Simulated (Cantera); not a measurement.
# Equilibrium for iron carbonyl, mercury and lead vapours: HgO + H2 + N2

A closed system holds: 1 mol HgO, 6.3 mol H2, a varied amount of N2, held at 475 K and 1.33 mbar.

Cantera equilibrium calculation (NASA polynomials, part measured and part estimated; ideal gas, pure solids and liquids). Candidate condensed phases: H2O, Hg, HgO; 25 gas species. Kinetics and transport are ignored.

From 0.9 mol N2 to 93 mol N2 nothing is condensed. The main Hg-bearing gas is Hg throughout.

| n(N2) (mol) | log p N2 | log p H2 | log p H2O | log p Hg | log p NH3 |
|---|---|---|---|---|---|
| 0.9 | -3.83 | -3.06 | -3.79 | -3.79 | -6.74 |
| 1.4 | -3.67 | -3.09 | -3.81 | -3.81 | -6.70 |
| 2.3 | -3.50 | -3.13 | -3.86 | -3.86 | -6.67 |
| 3.6 | -3.36 | -3.19 | -3.91 | -3.91 | -6.69 |
| 5.8 | -3.23 | -3.27 | -3.99 | -3.99 | -6.74 |
| 9.2 | -3.13 | -3.37 | -4.09 | -4.09 | -6.84 |
| 15 | -3.05 | -3.50 | -4.22 | -4.22 | -7.00 |
| 23 | -2.99 | -3.63 | -4.36 | -4.36 | -7.17 |
| 37 | -2.95 | -3.80 | -4.52 | -4.52 | -7.40 |
| 59 | -2.93 | -3.97 | -4.70 | -4.70 | -7.65 |
| 93 | -2.91 | -4.15 | -4.88 | -4.88 | -7.91 |
log p: log10 of the partial pressure in bar; nothing condenses.
